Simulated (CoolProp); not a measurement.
Vapour-liquid equilibrium of diethyl ether (1) + ethanol (2) at 276.8 K; x and y are mole fractions of (1).

Computed with CoolProp (multi-fluid Helmholtz-energy mixture model, Thol 2014 and Schroeder 2014; pair parameters Bell 2016).

Problem. Give the bubble pressure and the first vapour's composition at x = 0.275, 0.35, 0.65. Is there an azeotrope?

Solution. x = 0.275: 0.01700 MPa, y = 0.904; x = 0.35: 0.01904 MPa, y = 0.919; x = 0.65: 0.02365 MPa, y = 0.949. No azeotrope shows between x = 0.05 and 0.95.

The pair parameters rest on a limited set of measurements; away from them the model extrapolates. With so large a gap from Raoult's law the liquid may split in two, which this calculation doesn't test in full.
